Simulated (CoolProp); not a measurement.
Computed with CoolProp (reference Helmholtz-energy equation of state, Thol 2019).

Problem. Give the vapour pressure (kPa), liquid density (kg/m³), vapour density (kg/m³), liquid cp (kJ/(kg K)) of saturated tetradecamethylhexasiloxane (MD4M) at 449.7, 455.2, 482.8 K.

Solution. 
| T (K) | p (kPa) | liquid density (kg/m³) | vapour density (kg/m³) | liquid cp (kJ/(kg K)) |
|---|---|---|---|---|
| 449.7 | 10.1 | 735 | 1.27 | 2.04 |
| 455.2 | 12.3 | 730 | 1.53 | 2.05 |
| 482.8 | 28.9 | 699 | 3.48 | 2.10 |
